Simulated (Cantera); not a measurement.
An isothermal, constant-pressure homogeneous reactor starts with NO : N2 = 1 : 1.9 (molar parts), at 1873 K and 0.760 bar. Integrator tolerance rtol = 1e-08.

Detailed kinetics in Cantera: GRI-Mech 3.0 (53 species, 325 reactions).

Problem. What does this change do: pressure from 0.760 bar to 0.0130 bar?

Solution. 
```
quantity                                             before                                      after
----------------  -----------------------------------------  -----------------------------------------
x(NO) at 30.0 s      0.0113 (gas-phase equilibrium 0.00487)      0.253 (gas-phase equilibrium 0.00487)
x(N2O) at 30.0 s    2.87e-7 (gas-phase equilibrium 2.48e-7)    1.96e-5 (gas-phase equilibrium 3.23e-8)
x(NO2) at 30.0 s    1.91e-5 (gas-phase equilibrium 8.27e-6)    2.81e-5 (gas-phase equilibrium 1.08e-6)
x(O) at 30.0 s    0.000111 (gas-phase equilibrium 0.000112)  0.000486 (gas-phase equilibrium 0.000859)
x(O2) at 30.0 s         0.167 (gas-phase equilibrium 0.170)       0.0455 (gas-phase equilibrium 0.169)
x(N2) at 30.0 s         0.822 (gas-phase equilibrium 0.825)        0.701 (gas-phase equilibrium 0.825)
```
Radical loss at walls, strong at low pressure, is not modelled.

Problem. What does this change do: N2 1.9 to 11 parts?

Solution. 
```
quantity                                             before                                    after
----------------  -----------------------------------------  ---------------------------------------
x(NO) at 30.0 s      0.0113 (gas-phase equilibrium 0.00487)   0.0117 (gas-phase equilibrium 0.00256)
x(N2O) at 30.0 s    2.87e-7 (gas-phase equilibrium 2.48e-7)  1.87e-7 (gas-phase equilibrium 1.40e-7)
x(NO2) at 30.0 s    1.91e-5 (gas-phase equilibrium 8.27e-6)  9.13e-6 (gas-phase equilibrium 2.12e-6)
x(O) at 30.0 s    0.000111 (gas-phase equilibrium 0.000112)  5.17e-5 (gas-phase equilibrium 5.48e-5)
x(O2) at 30.0 s         0.167 (gas-phase equilibrium 0.170)    0.0358 (gas-phase equilibrium 0.0404)
x(N2) at 30.0 s         0.822 (gas-phase equilibrium 0.825)      0.952 (gas-phase equilibrium 0.957)
```
